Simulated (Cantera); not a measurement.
A Cantera script and its output.

```python
import numpy as np
import cantera as ct

gas = ct.Solution("gri30.yaml")
gas.TPX = 1725, 16, {'CH4': 1, 'N2': 34}
reactor = ct.IdealGasConstPressureReactor(gas, energy="off", clone=False)
net = ct.ReactorNet([reactor])
net.rtol, net.atol = 1e-08, 1e-18
show = ['CH4', 'C2H4', 'C2H6', 'CH2', 'H2', 'C2H2']
times = np.geomspace(1e-06, 300, 12)

steps = ct.SolutionArray(gas, extra=["t"])
rows = []
print(f"{'t/s':>10s}{'T/K':>9s}{'P/Pa':>11s}" + "".join(f"{s:>11s}" for s in show))
for t in times:
    while net.time < t:
        t_next = net.step()
        steps.append(gas.state, t=t_next)
    rows.append([np.interp(t, steps.t, y) for y in (steps.T, steps.P, *steps(*show).X.T)])
    print(f"{t:10.3e}{rows[-1][0]:9.1f}{rows[-1][1]:11.4g}" + "".join(f"{x:11.3e}" for x in rows[-1][2:]))
rate = np.gradient(steps.T, steps.t)
print("integrator steps:", len(steps.t))
if steps.T.max() > steps.T[0] + 200:
    print(f"time of steepest temperature rise: {steps.t[rate.argmax()]:.4e} s")
gas.TPX = 1725, 16, {'CH4': 1, 'N2': 34}
gas.equilibrate("TP")
print(f"equilibrium (TP): T = {gas.T:.1f} K  " + "  ".join(f"{s} {gas[s].X[0]:.3e}" for s in show))
```

Result:

```
       t/s      T/K       P/Pa        CH4       C2H4       C2H6        CH2         H2       C2H2
 1.000e-06   1725.0         16  2.857e-02  1.125e-24  4.595e-27  8.346e-22  6.260e-15  1.463e-31
 5.897e-06   1725.0         16  2.857e-02  2.099e-22  8.596e-25  2.819e-20  2.105e-13  1.479e-28
 3.478e-05   1725.0         16  2.857e-02  3.832e-20  1.591e-22  1.024e-18  7.329e-12  1.268e-25
 2.051e-04   1725.0         16  2.857e-02  7.296e-18  3.263e-20  5.853e-17  2.507e-10  1.379e-22
 1.209e-03   1725.0         16  2.857e-02  1.267e-15  7.666e-18  9.825e-15  8.270e-09  1.426e-19
 7.132e-03   1725.0         16  2.857e-02  4.063e-13  2.667e-15  1.774e-12  2.179e-07  2.291e-16
 4.206e-02   1725.0         16  2.857e-02  2.743e-10  1.011e-12  1.262e-10  2.745e-06  9.307e-13
 2.480e-01   1725.0         16  2.853e-02  7.999e-08  1.254e-10  3.230e-09  1.874e-05  1.777e-09
 1.463e+00   1725.0         16  2.831e-02  1.566e-05  5.958e-09  8.280e-08  1.488e-04  2.197e-06
 8.626e+00   1725.0         16  2.260e-02  9.487e-04  1.450e-07  1.206e-06  6.922e-03  1.531e-03
 5.087e+01   1725.0         16  3.824e-03  5.356e-05  2.710e-08  8.086e-07  3.572e-02  1.185e-02
 3.000e+02   1725.0         16  1.360e-04  2.358e-07  1.652e-10  1.782e-07  4.128e-02  1.379e-02
integrator steps: 1090
equilibrium (TP): T = 1725.0 K  CH4 5.650e-09  C2H4 4.640e-10  C2H6 5.816e-18  CH2 6.580e-10  H2 4.013e-02  C2H2 1.810e-03
```

Computed with Cantera and GRI-Mech 3.0 (53 species, 325 reactions). GRI-Mech 3.0 stops at C3 and has no aromatics, soot or wall deposition, so with more carbon than oxygen in the feed, carbon stays in small species such as C2H2 where larger ones or solid carbon would form. Radical loss at walls, strong at low pressure, is not modelled.
